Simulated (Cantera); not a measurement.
## Equilibrium for silicon oxide and oxynitride deposition: Si2H6 + O2 + N2

A closed system holds: 1 mol Si2H6, 0.058 mol O2, 1.6 mol N2, at 1648.15 K and 400 Pa.

These are equilibrium values from Cantera (NASA tables, ideal gas, pure condensed phases), not measurements of a reactor. Candidate condensed phases: H2O, Si, SiO2, Si2N2O, Si3N4; 35 gas species. The feed counts by its element totals alone. Mutual solubility and eutectic melting of coexisting phases are not modelled. Equilibrium is a limit: real reactors are often held back by kinetics, nucleation or transport.

The x(H2) comes out as 0.826 and the x(N2) comes out as 0.167. The x(SiO) is 0.00569, the x(H) is 0.00128 and the x(Si) comes out as 6.46e-5. The x(SiH2) comes out as 7.01e-6 and the x(SiH) is 6.82e-6. The x(Si2N) comes out as 2.13e-6. The x(SiN) is 1.21e-6 and the n(Si(s)) comes out as 0.442 mol. The n(Si2N2O(s)) is 0.0953 mol. The n(Si3N4(s)) comes out as 0.449 mol and the gas amount comes out as 3.631 mol.
